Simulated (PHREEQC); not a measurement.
Dissolve 0.0028 mol/kgw H2SO4, 0.01 mol/kgw ZnSO4 and 0.00066 mol/kgw Fe2(SO4)3 at 20 °C. Closed to the air; pH follows from the charge balance.

All values are PHREEQC results (ion-association model, wateq4f.dat), not measurements.

This is a speciation only: nothing precipitates in the calculation.

Problem. Order these S species by the share of S that they hold, largest first: ZnSO4, FeSO4+, SO4-2, Zn(SO4)2-2, HSO4-.

Solution. SO4-2 (55 %), ZnSO4 (22 %), HSO4- (11 %), FeSO4+ (7.2 %), Zn(SO4)2-2 (3.1 %)

Problem. Order these Fe species by the share of Fe that they hold, largest first: FeOH+2, FeHSO4+2, FeSO4+, Fe+3, Fe(SO4)2-.

Solution. FeSO4+ (81 %), Fe(SO4)2- (7.4 %), Fe+3 (5.8 %), FeOH+2 (4.3 %), FeHSO4+2 (1.3 %)

The pH is 2.45 and the ionic strength 0.0337 mol/kgw. The solution is supersaturated, for example in Hematite (slow to form), Goethite (slow to form), so a real one may precipitate; this is no full list.
